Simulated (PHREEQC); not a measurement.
A solution holds 0.0021 mol HCl, 0.028 mol Li2SO4 and 0.0007 mol Fe2(SO4)3 per kg of water, at 25 °C. Closed to the air; pH follows from the charge balance.

The numbers come from PHREEQC with the ion-association model, phreeqc.dat.

Problem. The ionic strength comes out as 0.0815 mol/kgw. What activity coefficients do SO4-2, Fe+3, Fe2(OH)2+4, LiSO4-, Fe(SO4)2- get?

Solution. SO4-2 0.40, Fe+3 0.19, Fe2(OH)2+4 0.024, LiSO4- 0.80, Fe(SO4)2- 0.79.

This is a speciation only: nothing precipitates in the calculation. The solution is supersaturated, for example in Hematite (slow to form), Goethite (slow to form), so a real one may precipitate; this is no full list. Species that the database lacks are ignored.
